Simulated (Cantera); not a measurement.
An isothermal plug-flow reactor at 550 K and 0.987 atm (inlet), inlet velocity 3.7 m/s, active area per volume 1000 1/m; feed H₂ : O₂ : N₂ = 0.0021 : 0.13 : 0.79 (molar parts), equivalence ratio 0.0081.

Model: Deutschmann's 1995 Pt surface mechanism with GRI-Mech 3.0 gas chemistry, integrated in Cantera. Catalytic surfaces can have several steady states; this one follows from the mechanism file's or the stated starting coverage. Mass transfer to the wall is taken as infinitely fast.

### Question
Predict: x(H₂) at z = 0.0078 m; x(O₂) at z = 0.0078 m; x(H₂O) at z = 0.0078 m; θ(free Pt) at the exit; θ(O*) at the exit; θ(OH*) at the exit.

### Answer
```
Property                  Result
----------------------  --------
x(H₂) at z = 0.0078 m   0.000910
x(O₂) at z = 0.0078 m      0.140
x(H₂O) at z = 0.0078 m   0.00137
θ(free Pt) at the exit    0.0101
θ(O*) at the exit          0.987
θ(OH*) at the exit       0.00291
```
